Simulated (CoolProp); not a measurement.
Isopentane along the isobar 3.51 MPa: Z from the reference equation and from simpler models built on Tc = 460.3 K, pc = 3.378 MPa, ω = 0.227; each cubic takes its own stable root.

Computed with CoolProp (reference Helmholtz-energy equation of state, Lemmon 2006). It is a short technical equation, of lower accuracy than the large ones.

| T (K) | phase | reference |
|---|---|---|
| 141.7 | liquid | 0.2820 |
| 173.4 | liquid | 0.2396 |
| 205 | liquid | 0.2107 |
| 236.7 | liquid | 0.1901 |
| 268.4 | liquid | 0.1751 |
| 300 | liquid | 0.1643 |
| 331.7 | liquid | 0.1568 |
| 363.3 | liquid | 0.1525 |
| 395 | liquid | 0.1519 |
| 426.7 | liquid | 0.1575 |
| 458.3 | liquid | 0.1915 |

### Question
How far does each simpler model (Redlich-Kwong, Soave-Redlich-Kwong, Peng-Robinson) lie from the reference over these 11 states: mean and median of the absolute difference, and the worst?

### Answer
- Redlich-Kwong: mean 13.3 %, median 11.0 %, worst +28.6 % at 458.3 K and 3.51 MPa
- Soave-Redlich-Kwong: mean 10.9 %, median 8.7 %, worst +27.3 % at 458.3 K and 3.51 MPa
- Peng-Robinson: mean 4.4 %, median 3.9 %, worst +15.2 % at 458.3 K and 3.51 MPa
